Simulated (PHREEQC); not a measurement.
Make-up at 60 °C: 0.0068 mol/kgw HCl and 0.0051 mol/kgw FeCl3. Closed to the air; pH follows from the charge balance.

Equilibrium calculation in PHREEQC: ion-association model, wateq4f.dat.

Problem. The ionic strength comes out as 0.0291 mol/kgw. What activity coefficients do FeCl+2, FeCl2+, Cl-, Fe3(OH)4+5, Fe(OH)2+ get?

Solution. FeCl+2 0.51, FeCl2+ 0.84, Cl- 0.84, Fe3(OH)4+5 0.014, Fe(OH)2+ 0.85.

Precipitation was switched off in this run. Saturation is exceeded, for instance for Hematite (slow to form), Goethite (slow to form); the values hold only as long as no solid forms. At this temperature some constants are extrapolated from 25 °C, and those without enthalpy data are left unchanged.
